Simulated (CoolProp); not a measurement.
Vapour pressure (MPa) of acetone: the reference equation beside estimates from Tc = 508.1 K, pc = 4.692 MPa, ω = 0.307. Clausius-Clapeyron is anchored at 373 K with a constant enthalpy of vaporisation of 26.07 kJ/mol.

Model: reference Helmholtz-energy equation of state, Lemmon 2006, in CoolProp. It is a short technical equation, of lower accuracy than the large ones.

```tsv
T (K)	reference	Lee-Kesler	Clausius-Clapeyron	van der Waals	Redlich-Kwong	Peng-Robinson
302.5	0.03695	0.03516	0.05228	0.3897	0.08851	0.03648
326	0.09063	0.08851	0.1104	0.5940	0.1879	0.08974
349.5	0.1935	0.1925	0.2107	0.8598	0.3534	0.1924
373	0.3709	0.3732	0.3709	1.194	0.6054	0.3702
396.5	0.6526	0.6603	0.6104	1.602	0.9644	0.6543
420	1.073	1.087	0.9501	2.089	1.450	1.080
443.5	1.673	1.690	1.411	2.660	2.080	1.689
467	2.498	2.516	2.014	3.319	2.872	2.525
490.5	3.610	3.625	2.779	4.069	3.841	3.640
```

Absolute difference from the reference over all 9 rows, mean and median: Lee-Kesler 1.4 and 1.0 %, Clausius-Clapeyron 16.5 and 15.7 %, van der Waals 269.0 and 145.5 %, Redlich-Kwong 57.9 and 47.8 %, Peng-Robinson 0.8 and 0.8 %.
